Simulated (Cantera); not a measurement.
Input: 1 mol borazine, 4.2 mol N₂, held at 1625 °C and 39.0 Pa.

Method: chemical equilibrium by Gibbs-energy minimisation in Cantera with the NASA 1993 tables (ideal gas, pure condensed phases). Candidate condensed phases: B, BN; 15 gas species. The feed counts by its element totals alone. The tables' values for BH₂ are old estimates; treat these amounts as uncertain. Equilibrium is a limit: real reactors are often held back by kinetics, nucleation or transport.

Base state: N₂ 0.576, H₂ 0.399, H 0.0250, BH₂ 3.27e-5, B 1.86e-5 (mole fractions); condensed: BN(s).

**Question.** What changes in the equilibrium state with this change: temperature from 1625 °C to 1700 °C?

**Answer.** 
```
species      before     after
----------  -------  --------
N₂            0.576     0.571
H₂            0.399     0.386
H            0.0250    0.0425
B           1.86e-5  0.000129
BH₂         3.27e-5   9.18e-5
BN(s), mol     3.00      3.00
```
